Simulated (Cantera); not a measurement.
What does this Cantera script print?

```python
import numpy as np
import cantera as ct

gas_names = """
    H HO2 H2 H2O H2O2 O OH O2 O3 Ta TaO TaO2
""".split()
cond_names = """
    H2O(s) H2O(L) Ta(cr) Ta(L) Ta2O5(s) Ta2O5(L)
""".split()


def load(file, names, dense=False):
    # The tables refer to 1 bar. Condensed volumes are neglected.
    table = {s.name: s for s in ct.Species.list_from_file(file)}
    out = []
    for n in names:
        d = dict(table[n].input_data)
        d["thermo"] = dict(d["thermo"], **{"reference-pressure": 1e5})
        if dense:
            d["equation-of-state"] = {"model": "constant-volume", "density": "1e6 g/cm^3"}
        out.append(ct.Species.from_dict(d))
    return out


gas = ct.Solution(thermo="ideal-gas", species=load("nasa_gas.yaml", gas_names))
cond = {s.name: ct.Solution(thermo="fixed-stoichiometry", species=[s], name=s.name)
        for s in load("nasa_condensed.yaml", cond_names, dense=True)}
atoms = {
    'Ta2O5': {'Ta': 2, 'O': 5},
    'H2': {'H': 2},
    'H2O': {'H': 2, 'O': 1},
}
top_T = {}  # K; cautious upper limits of use, not melting points


def equilibrate(T, P, feed):
    n = {}
    for name, mol in feed.items():
        for a, k in atoms[name].items():
            n[a] = n.get(a, 0.0) + k * mol
    gas.TPX = T, P, n
    mass = sum(n.values()) * gas.mean_molecular_weight
    gas.equilibrate("TP")
    valid = [c for c in cond.values() if c.min_temp <= T <= top_T.get(c.name, c.max_temp)]
    mix = ct.Mixture([(gas, mass / gas.mean_molecular_weight)] + [(c, 0.0) for c in valid])
    mix.T, mix.P = T, P
    mix.equilibrate("TP", solver="vcs", rtol=1e-11, max_steps=5000)
    return mix


results = []
feed = {'Ta2O5': 1, 'H2': 1.8, 'H2O': 0.092}  # mol
T = 1300  # K
P = 15  # Pa
mix = equilibrate(T, P, feed)
results.append((T, P, feed, dict(zip(mix.species_names, mix.species_moles))))
print(gas.report(threshold=1e-05))
for i in range(1, mix.n_phases):
    print(f"{mix.phase(i).name:16s} {mix.phase_moles(i):12.5e} mol")
```

Result:

```
       temperature   1300 K
          pressure   15 Pa
           density   3.8772e-06 kg/m^3
  mean mol. weight   2.7938 kg/kmol
   phase of matter   gas

                          1 kg             1 kmol
                     ---------------   ---------------
          enthalpy        6.6731e+06        1.8644e+07  J
   internal energy        2.8043e+06        7.8348e+06  J
           entropy             90393        2.5254e+05  J/K
    Gibbs function       -1.1084e+08       -3.0966e+08  J
 heat capacity c_p             11521             32189  J/K
 heat capacity c_v            8545.4             23875  J/K

                      mass frac. Y      mole frac. X     chem. pot. / RT
                     ---------------   ---------------   ---------------
                 H        3.1786e-05        8.8099e-05           -13.525
                H2           0.68644           0.95129           -27.051
               H2O           0.31353          0.048624           -59.949
     [   +9 minor]        3.5802e-07        5.8807e-08

Ta(cr)            0.00000e+00 mol
Ta2O5(s)          1.00000e+00 mol
```

Cantera equilibrium calculation (NASA polynomials, part measured and part estimated; ideal gas, pure solids and liquids).
